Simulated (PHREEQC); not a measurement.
PHREEQC input (ion-association model, phreeqc.dat):

```
SOLUTION 1
  temp 25
  units mol/kgw
  pH 7 charge
  Cl 0.17
  Na 0.17
END
SELECTED_OUTPUT 1
  -reset false
  -pH true
  -pe true
  -ionic_strength true
  -water true
  -totals Cl Na Mtg
  -molalities H+ Na+ Cl- OH- NaOH
  -saturation_indices Halite
USER_PUNCH 1
  -headings p_Mtg(g) phi_Mtg(g) p_H2O(g) phi_H2O(g) density
  10 PUNCH PR_P("Mtg(g)"), PR_PHI("Mtg(g)"), PR_P("H2O(g)"), PR_PHI("H2O(g)"), RHO
PRINT
  -reset false
USE solution 1
REACTION_TEMPERATURE 1
  40
GAS_PHASE 1
  -fixed_pressure
  -pressure 2
  -temperature 40
  -volume 20
  Mtg(g) 2
  H2O(g) 0
END
# ... the last block is repeated for the other 12 points of P (atm)
```

Selected output (columns that matter, 13 of 13 rows; P (atm) added in front):

```
P (atm)	pH	mu	Cl	Na	Mtg	m_H+	m_Na+	m_Cl-	si_Halite	p_Mtg(g)	phi_Mtg(g)	p_H2O(g)	phi_H2O(g)	density
2	6.7432	0.17018	0.17018	0.17018	0.0022588	2.2586e-07	0.17018	0.17018	-3.3864	1.9271	0.99621	0.07293	0.99258	0.999
5	6.7426	0.17018	0.17018	0.17018	0.0057198	2.2613e-07	0.17018	0.17018	-3.3868	4.9263	0.99051	0.073736	0.98376	0.99907
10	6.7418	0.17018	0.17018	0.17018	0.011344	2.2657e-07	0.17018	0.17018	-3.3874	9.9249	0.98118	0.075098	0.96923	0.9992
20	6.74	0.17019	0.17019	0.17019	0.022071	2.2746e-07	0.17019	0.17019	-3.3887	19.922	0.96308	0.077905	0.94076	0.99946
30	6.7383	0.1702	0.1702	0.1702	0.032143	2.2835e-07	0.1702	0.1702	-3.39	29.919	0.9457	0.080822	0.91306	0.99973
40	6.7365	0.17022	0.17022	0.17022	0.041603	2.2925e-07	0.17022	0.17022	-3.3912	39.916	0.92905	0.083852	0.88615	1
50	6.7348	0.17023	0.17023	0.17023	0.050493	2.3015e-07	0.17023	0.17023	-3.3925	49.913	0.91311	0.086994	0.86004	1.0003
75	6.7304	0.17026	0.17026	0.17026	0.070485	2.3242e-07	0.17026	0.17026	-3.3955	74.905	0.87641	0.095329	0.79848	1.001
100	6.726	0.17029	0.17029	0.17029	0.087744	2.3471e-07	0.17029	0.17029	-3.3985	99.896	0.84412	0.1043	0.7425	1.0018
150	6.7173	0.17036	0.17035	0.17035	0.11604	2.3936e-07	0.17035	0.17035	-3.4042	149.88	0.79218	0.12365	0.64825	1.0035
200	6.7085	0.17041	0.17041	0.17041	0.13855	2.4408e-07	0.17041	0.17041	-3.4097	199.86	0.75523	0.14386	0.5767	1.0052
300	6.6912	0.17048	0.17048	0.17048	0.1736	2.5376e-07	0.17048	0.17048	-3.4203	299.82	0.71505	0.18321	0.48497	1.0088
400	6.674	0.17052	0.17052	0.17052	0.20122	2.6373e-07	0.17052	0.17052	-3.4302	399.78	0.70463	0.21895	0.43443	1.0124
```

Away from 25 °C the constants follow the database's enthalpies or fits; those with neither stay at their 25 °C values.
